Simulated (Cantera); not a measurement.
An adiabatic, constant-volume homogeneous reactor starts with CH₄ : C₂H₆ : O₂ : N₂ = 1 : 0.042 : 0.976 : 3.67 (molar parts), at 1325 K and 5.40 bar. Integrator tolerance rtol = 1e-08.

Cantera simulation using GRI-Mech 3.0 (53 species, 325 reactions); the numbers are that mechanism's predictions, not measurements.

**Question.** What does this change do: pressure from 5.40 bar to 2.00 bar?

**Answer.** 
| quantity | before | after |
|---|---|---|
| time of steepest temperature rise | 1.17 ms | 2.67 ms |
| temperature at 4.00 s | 2586 K | 2566 K |
| equilibrium temperature | 2586 K | 2566 K |
| x(CH₄) at 4.00 s | 3.47e-9 (gas-phase equilibrium 3.90e-9) | 4.99e-10 (gas-phase equilibrium 5.61e-10) |
| x(C₂H₆) at 4.00 s | <1e-12 (gas-phase equilibrium <1e-12) | <1e-12 (gas-phase equilibrium <1e-12) |
| x(O₂) at 4.00 s | 2.10e-6 (gas-phase equilibrium 2.10e-6) | 4.78e-6 (gas-phase equilibrium 4.78e-6) |
| x(H) at 4.00 s | 0.00449 (gas-phase equilibrium 0.00449) | 0.00680 (gas-phase equilibrium 0.00680) |
| x(CH₂CO) at 4.00 s | 7.44e-12 (gas-phase equilibrium 8.29e-12) | 1.02e-12 (gas-phase equilibrium 1.14e-12) |
| x(C₂H) at 4.00 s | <1e-12 (gas-phase equilibrium <1e-12) | <1e-12 (gas-phase equilibrium <1e-12) |
